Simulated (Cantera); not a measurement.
A freely propagating, adiabatic, planar premixed flame of H2 : O2 : N2 = 1 : 0.263 : 0.763 (molar parts), equivalence ratio 1.9, unburnt at 425 K and 101000 Pa; mixture-averaged transport, grid criteria slope 0.08 and curve 0.16, no radiation.

Model: the H2/O2 subset of GRI-Mech 3.0, which has no nitrogen chemistry, integrated in Cantera. Burning velocities carry a grid error of a few per cent, more on coarse grids.

x: mole fraction of selected species; z is measured from the peak of heat release.

| z (mm) | T (K) | u (m/s) | x H2 | x O2 | x H2O | x O | x H | x HO2 |
|---|---|---|---|---|---|---|---|---|
| -1.13 | 425 | 6.27 | 0.494 | 0.130 | <1e-8 | <1e-8 | <1e-8 | <1e-8 |
| -0.750 | 425 | 6.27 | 0.494 | 0.130 | <1e-8 | <1e-8 | <1e-8 | <1e-8 |
| -0.563 | 425 | 6.27 | 0.494 | 0.130 | <1e-8 | <1e-8 | <1e-8 | <1e-8 |
| -0.375 | 425 | 6.27 | 0.494 | 0.130 | 4.65e-8 | <1e-8 | <1e-8 | 4.26e-8 |
| -0.188 | 439 | 6.46 | 0.491 | 0.130 | 0.000277 | 2.91e-6 | 2.97e-5 | 0.000167 |
| -0.0938 | 709 | 10.1 | 0.457 | 0.125 | 0.0202 | 0.000227 | 0.00660 | 0.000268 |
| 0 | 1177 | 16.2 | 0.353 | 0.0884 | 0.104 | 0.00315 | 0.0479 | 9.35e-5 |
| 0.0938 | 1495 | 20.5 | 0.247 | 0.0273 | 0.220 | 0.00465 | 0.0911 | 2.71e-5 |
| 0.188 | 1635 | 22.3 | 0.216 | 0.00599 | 0.262 | 0.00298 | 0.0989 | 5.71e-6 |
| 0.375 | 1763 | 23.8 | 0.217 | 0.00135 | 0.273 | 0.00214 | 0.0878 | 1.27e-6 |
| 0.750 | 1893 | 25.3 | 0.227 | 0.000867 | 0.277 | 0.00162 | 0.0706 | 7.95e-7 |
| 1.50 | 2022 | 26.8 | 0.237 | 0.000546 | 0.281 | 0.00106 | 0.0531 | 5.07e-7 |
| 3.00 | 2135 | 28.0 | 0.246 | [?] | 0.286 | [?] | [?] | [?] |

Q: Fill in the missing entries.

A: 
- 3.00, x O2: 0.000295
- 3.00, x O: 0.000589
- 3.00, x H: 0.0375
- 3.00, x HO2: 2.95e-7
